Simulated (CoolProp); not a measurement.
A Linde-Hampson liquefier for oxygen: isothermal reversible compression at 250 K from 1 atm to 15 MPa, throttling to 1 atm, return gas leaving the recuperator 2 K below the feed. Each further row changes one setting.

Values from CoolProp's reference Helmholtz-energy equation of state, Schmidt 1985.

```json
[
 {"case": "as stated", "liquid yield per pass": "0.136", "compression work (kJ/kg of gas)": "313"},
 {"case": "high pressure 30 MPa", "liquid yield per pass": "0.219", "compression work (kJ/kg of gas)": "352"},
 {"case": "warm-end temperature 280 K", "liquid yield per pass": "0.097", "compression work (kJ/kg of gas)": "356"},
 {"case": "warm-end gap 7 K", "liquid yield per pass": "0.125", "compression work (kJ/kg of gas)": "313"}
]
```
